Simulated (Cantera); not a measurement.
An adiabatic, constant-pressure homogeneous reactor starts with 5.40 % CH4, 0.189 % H2, 19.8 % O2, 74.6 % N2, equivalence ratio 0.55, at 1300 K and 100000 Pa.

Detailed kinetics in Cantera: GRI-Mech 3.0 (53 species, 325 reactions).

Predict: time of steepest temperature rise; temperature at 3.00 s; equilibrium temperature; x(H2) at 3.00 s; x(O2) at 3.00 s; x(NO2) at 3.00 s; x(O) at 3.00 s; x(H) at 3.00 s.


```
Item                                                                   Value
---------------------------------  -----------------------------------------
time of steepest temperature rise                                    6.48 ms
temperature at 3.00 s                                                 2343 K
equilibrium temperature                                               2343 K
x(H2) at 3.00 s                    0.000967 (gas-phase equilibrium 0.000967)
x(O2) at 3.00 s                        0.0830 (gas-phase equilibrium 0.0830)
x(NO2) at 3.00 s                     6.95e-6 (gas-phase equilibrium 6.95e-6)
x(O) at 3.00 s                       0.00184 (gas-phase equilibrium 0.00184)
x(H) at 3.00 s                     0.000377 (gas-phase equilibrium 0.000377)
```
